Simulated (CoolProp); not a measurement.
Aqueous ammonia as a coolant, at -16 °C, 1 atm.

The numbers come from the Melinder's fits for secondary coolants in CoolProp.

```csv
mass %,freezing point (°C),conductivity (W/(m K)),viscosity (mPa s),Prandtl number,density (kg/m³)
13.4,?,0.449,3.83,36.2,954.4
16.3,-26.3,0.435,3.92,38.4,946.6
19.2,?,0.420,4.00,?,939.2
22.1,-43.6,0.408,4.01,41.8,932.0
25,-55.5,0.398,?,42.3,924.9
```

### Question
Some entries are withheld; supply them.

### Answer

- 13.4, freezing point (°C): -19.9
- 19.2, freezing point (°C): -34.0
- 19.2, Prandtl number: 40.5
- 25, viscosity (mPa s): 3.96
